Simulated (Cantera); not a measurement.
**Stirred combustor or abatement burner**

A perfectly stirred reactor is fed with CH₄ : O₂ : N₂ : H₂ = 1 : 1.54 : 5.78 : 0.047 (molar parts), equivalence ratio 1.3, at 10.0 bar; it is adiabatic with a 473 K inlet, and is followed from long to short residence time, starting on the burning branch (τ in s: 0.032, 0.019, 0.011, 0.0065, 0.0038, 0.0022, 0.0013, 0.00077, 0.00045, 0.00027, 0.00016, 9.2e-05).

Detailed kinetics in Cantera: GRI-Mech 3.0 (53 species, 325 reactions).

```json
[
 {"τ (s)": "0.032", "T (K)": "2175", "x CH₄": "0.000165", "x O₂": "7.34e-5", "x C₂H": "2.17e-9", "x CH₂O": "1.63e-6", "x NO₂": "1.37e-9", "x CH₃": "2.64e-5"},
 {"τ (s)": "0.019", "T (K)": "2175", "x CH₄": "0.000251", "x O₂": "0.000118", "x C₂H": "5.19e-9", "x CH₂O": "2.60e-6", "x NO₂": "1.68e-9", "x CH₃": "4.16e-5"},
 {"τ (s)": "0.011", "T (K)": "2175", "x CH₄": "0.000385", "x O₂": "0.000194", "x C₂H": "1.24e-8", "x CH₂O": "4.21e-6", "x NO₂": "2.08e-9", "x CH₃": "6.59e-5"},
 {"τ (s)": "0.0065", "T (K)": "2174", "x CH₄": "0.000568", "x O₂": "0.000314", "x C₂H": "2.70e-8", "x CH₂O": "6.60e-6", "x NO₂": "2.54e-9", "x CH₃": "0.000101"},
 {"τ (s)": "0.0038", "T (K)": "2173", "x CH₄": "0.000818", "x O₂": "0.000509", "x C₂H": "5.53e-8", "x CH₂O": "1.03e-5", "x NO₂": "3.13e-9", "x CH₃": "0.000152"},
 {"τ (s)": "0.0022", "T (K)": "2170", "x CH₄": "0.00114", "x O₂": "0.000826", "x C₂H": "1.05e-7", "x CH₂O": "1.59e-5", "x NO₂": "3.88e-9", "x CH₃": "0.000223"},
 {"τ (s)": "0.0013", "T (K)": "2166", "x CH₄": "0.00152", "x O₂": "0.00130", "x C₂H": "1.78e-7", "x CH₂O": "2.37e-5", "x NO₂": "4.80e-9", "x CH₃": "0.000314"},
 {"τ (s)": "0.00077", "T (K)": "2160", "x CH₄": "0.00198", "x O₂": "0.00204", "x C₂H": "2.77e-7", "x CH₂O": "3.48e-5", "x NO₂": "5.93e-9", "x CH₃": "0.000430"},
 {"τ (s)": "0.00045", "T (K)": "2148", "x CH₄": "0.00255", "x O₂": "0.00321", "x C₂H": "4.01e-7", "x CH₂O": "5.12e-5", "x NO₂": "7.28e-9", "x CH₃": "0.000582"},
 {"τ (s)": "0.00027", "T (K)": "2129", "x CH₄": "0.00328", "x O₂": "0.00500", "x C₂H": "5.28e-7", "x CH₂O": "7.43e-5", "x NO₂": "8.62e-9", "x CH₃": "0.000765"},
 {"τ (s)": "0.00016", "T (K)": "2095", "x CH₄": "0.00447", "x O₂": "0.00822", "x C₂H": "6.29e-7", "x CH₂O": "0.000112", "x NO₂": "9.56e-9", "x CH₃": "0.00101"},
 {"τ (s)": "9.2e-5", "T (K)": "1994", "x CH₄": "0.00816", "x O₂": "0.0180", "x C₂H": "5.09e-7", "x CH₂O": "0.000219", "x NO₂": "7.60e-9", "x CH₃": "0.00134"}
]
```
x: mole fraction; the columns are a selection and need not sum to one.
